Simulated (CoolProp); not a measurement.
A Linde-Hampson liquefier for methane: isothermal reversible compression at 230 K from 1 atm to 5 MPa, throttling to 1 atm, return gas leaving the recuperator 10 K below the feed. Each further row changes one setting.

The numbers come from the reference Helmholtz-energy equation of state, Setzmann 1991 in CoolProp.

| case | liquid yield per pass | compression work (kJ/kg of gas) |
|---|---|---|
| as stated | 0.093 | 439 |
| high pressure 10 MPa | … | … |
| warm-end temperature 260 K | 0.055 | … |
| warm-end gap 15 K | 0.079 | 439 |

Question: What belongs in the gaps?

Answer: 
- high pressure 10 MPa, liquid yield per pass: 0.263
- high pressure 10 MPa, compression work (kJ/kg of gas): 494
- warm-end temperature 260 K, compression work (kJ/kg of gas): 507
